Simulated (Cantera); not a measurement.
**Silicon epitaxy and polysilicon growth: SiH₄ + HCl + H₂**

Charge: 1 mol SiH₄, 1.3 mol HCl, 4.6 mol H₂, equilibrated at 1075 K.

Cantera equilibrium calculation (NASA polynomials, part measured and part estimated; ideal gas, pure solids and liquids). Candidate condensed phases: Si; 19 gas species. The tables' values for SiCl₃ are old estimates; treat these amounts as uncertain. Equilibrium is a limit: real reactors are often held back by kinetics, nucleation or transport.

From 100 Pa to 200000 Pa the condensed part is Si(s). The main Si-bearing gas is SiCl₄ throughout. The share of Si in condensed phases is highest at 100 Pa (76.0 %) and lowest at 200000 Pa (64.6 %).

| P (Pa) | x H₂ | x HCl | x SiCl₄ | x SiHCl₃ | x SiCl₂ | x SiCl₃ | x SiH₂Cl₂ | n Si(s) |
|---|---|---|---|---|---|---|---|---|
| 100 | 0.897 | 0.0716 | 0.0143 | 0.00223 | 0.0112 | 0.00318 | 4.07e-5 | 0.760 |
| 460 | 0.913 | 0.0538 | 0.0203 | 0.00428 | 0.00619 | 0.00282 | 0.000106 | 0.741 |
| 2100 | 0.924 | 0.0386 | 0.0241 | 0.00716 | 0.00315 | 0.00219 | 0.000249 | 0.718 |
| 9600 | 0.933 | 0.0269 | 0.0255 | 0.0110 | 0.00152 | 0.00156 | 0.000553 | 0.694 |
| 44000 | 0.938 | 0.0183 | 0.0248 | 0.0158 | 0.000699 | 0.00105 | 0.00117 | 0.671 |
| 200000 | 0.941 | 0.0122 | 0.0222 | 0.0212 | 0.000310 | 0.000660 | 0.00237 | 0.646 |
x: gas mole fraction; n: condensed amount in mol.
